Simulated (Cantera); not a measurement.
An isothermal, constant-pressure homogeneous reactor starts with CH4 : CO2 : H2 = 1.4 : 1.5 : 0.25 (molar parts), at 2200 K and 100000 Pa.

Detailed kinetics in Cantera: GRI-Mech 3.0 (53 species, 325 reactions).

One state of this run: x CH4 = 0.000464; x CO2 = 0.00319; x H2 = 0.492; x C2H2 = 0.00152; x CH2 = 8.33e-7; x O2 = 1.56e-9. x: mole fraction; the columns are a selection and need not sum to one.

Which value of t (s) does it belong to?
A. 0.0409
B. 1.69
C. 0.142
D. 0.489

A, 0.0409
